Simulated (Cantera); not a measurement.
A perfectly stirred reactor is fed with 0.529 % CH₃OH, 1.57 % O₂, 97.9 % N₂, equivalence ratio 0.51, at 2.76 atm; it is held at 1425 K, and followed from long to short residence time.

Detailed kinetics in Cantera: GRI-Mech 3.0 (53 species, 325 reactions). GRI-Mech 3.0 was tuned for natural gas; its chemistry of methanol as a main component is partial and can be far from experiment.

Task: Predict: x(CH₃OH) at τ = 1.70 s; x(O₂) at τ = 1.70 s; x(H₂O) at τ = 1.70 s; x(NO) at τ = 1.70 s; x(CH₃OH) at τ = 15.0 ms; x(O₂) at τ = 15.0 ms; x(H₂O) at τ = 15.0 ms; x(NO) at τ = 15.0 ms.

Result: 
```json
{
 "x(CH₃OH) at τ = 1.70 s": "3.99e-7",
 "x(O₂) at τ = 1.70 s": "0.00772",
 "x(H₂O) at τ = 1.70 s": "0.0105",
 "x(NO) at τ = 1.70 s": "1.55e-6",
 "x(CH₃OH) at τ = 15.0 ms": "7.20e-6",
 "x(O₂) at τ = 15.0 ms": "0.00791",
 "x(H₂O) at τ = 15.0 ms": "0.0104",
 "x(NO) at τ = 15.0 ms": "8.72e-7"
}
```
